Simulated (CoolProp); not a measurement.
Vapour-liquid equilibrium of R22 (1) + R123 (2) at 240.9 K; x and y are mole fractions of (1).

Model: multi-fluid Helmholtz-energy mixture model, Kamei 1995 and Younglove 1994; pair parameters Bell 2016, in CoolProp.

Q: Give the bubble pressure and the first vapour's composition at x = 0.05, 0.125, 0.35. Is there an azeotrope?

A: x = 0.05: 0.01268 MPa, y = 0.557; x = 0.125: 0.02354 MPa, y = 0.779; x = 0.35: 0.05784 MPa, y = 0.932. No azeotrope shows between x = 0.05 and 0.95.

The pair parameters rest on a limited set of measurements; away from them the model extrapolates. The gap from Raoult's law changes sign with composition, which may be real or a fault of the pair parameters; it wasn't checked against measurements.
